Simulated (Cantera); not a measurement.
## Low-pressure radical oxidation in H2/O2

An isothermal, constant-pressure homogeneous reactor starts with 2.91 % H2, 97.1 % O2, equivalence ratio 0.015, at 1125 K and 0.0263 atm.

Cantera simulation using the H2/O2 subset of GRI-Mech 3.0, which has no nitrogen chemistry; the numbers are that mechanism's predictions, not measurements. Radical loss at walls, strong at low pressure, is not modelled.

```tsv
t (s)	x H2	x O2	x HO2	x H2O	x OH	x H2O2	x H
7.00e-6	0.0291	0.971	8.00e-11	<1e-12	8.18e-12	<1e-12	7.18e-11
3.10e-5	0.0291	0.971	3.55e-10	2.12e-11	1.19e-10	<1e-12	2.43e-10
0.000137	0.0291	0.971	1.58e-9	1.04e-9	1.24e-9	<1e-12	8.84e-10
0.000608	0.0291	0.971	8.09e-9	1.18e-7	5.72e-8	5.27e-12	3.08e-8
0.00269	0.00610	0.954	7.67e-6	0.0189	0.00343	4.73e-7	0.00493
0.0119	0.000182	0.960	4.77e-6	0.0280	0.00116	1.11e-7	0.00116
0.0528	2.83e-5	0.969	2.09e-6	0.0292	0.000459	8.93e-8	7.07e-5
0.234	2.00e-6	0.970	4.04e-7	0.0295	0.000125	3.76e-8	1.43e-6
1.04	1.57e-7	0.970	5.26e-8	0.0295	3.63e-5	8.62e-9	3.42e-8
4.59	1.89e-8	0.970	8.18e-9	0.0296	1.28e-5	1.66e-9	1.51e-9
20.3	3.13e-9	0.970	2.76e-9	0.0296	5.27e-6	3.38e-10	1.05e-10
90.0	7.16e-10	0.970	3.20e-9	0.0296	2.53e-6	8.59e-11	1.17e-11
```
x: mole fraction; the columns are a selection and need not sum to one.

Equilibrium at this temperature and pressure: H2 4.46e-10, O2 0.970, HO2 3.81e-9, H2O 0.0296, OH 2.00e-6, H2O2 5.57e-11, H 5.78e-12 (gas phase only).
